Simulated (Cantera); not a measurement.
Input: 1 mol SiF₄, 0.25 mol C₂H₂, 5.1 mol H₂, at 7.50 Torr.

These are equilibrium values from Cantera (NASA tables, ideal gas, pure condensed phases), not measurements of a reactor. Candidate condensed phases: C, C₆H₆, C₇H₈, C₈H₁₈, Si, SiC; 113 gas species. The tables' values for SiF₃, SiF₂ are old estimates; treat these amounts as uncertain. Kinetics and transport are ignored. All values below are at 1373 K.

Base state: H₂ 0.833, SiF₄ 0.148, HF 0.0101, SiF₃ 0.00678, SiHF₃ 0.00221, SiF₂ 0.000226, CH₄ 3.49e-5, H 3.04e-5 (mole fractions); condensed: C(graphite) + SiC(s).

Problem. What changes in the equilibrium state with this change: pressure from 7.50 Torr to 2.85 Torr?

Solution. 
| species | before | after |
|---|---|---|
| H₂ | 0.833 | 0.831 |
| SiF₄ | 0.148 | 0.146 |
| HF | 0.0101 | 0.0128 |
| CH₄ | 3.49e-5 | 1.32e-5 |
| SiH₂F₂ | 1.55e-5 | 9.48e-6 |
| H | 3.04e-5 | 4.92e-5 |
| SiF₂ | 0.000226 | 0.000365 |
| SiHF₃ | 0.00221 | 0.00172 |
| C(graphite), mol | 0.499 | 0.497 |
| SiC(s), mol | 0.000931 | 0.00277 |
